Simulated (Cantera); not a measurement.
A freely propagating, adiabatic, planar premixed flame of CH4 : O2 : N2 : CO2 = 1 : 2.13 : 8 : 0.26 (molar parts), equivalence ratio 0.94, unburnt at 550 K and 30000 Pa; mixture-averaged transport, grid criteria slope 0.08 and curve 0.16, no radiation.

Detailed kinetics in Cantera: GRI-Mech 3.0 (53 species, 325 reactions). Burning velocities carry a grid error of a few per cent, more on coarse grids.

Problem. What does this change do: 0.23 parts H2 added?

Solution. 
```tsv
quantity	before	after
laminar burning velocity	124 cm/s	144 cm/s
thermal thickness	1.05 mm	0.986 mm
peak x(CH2CO)	8.21e-5	7.64e-5
peak x(HCN)	2.00e-6	2.46e-6
peak x(CH2O)	0.000980	0.000961
```
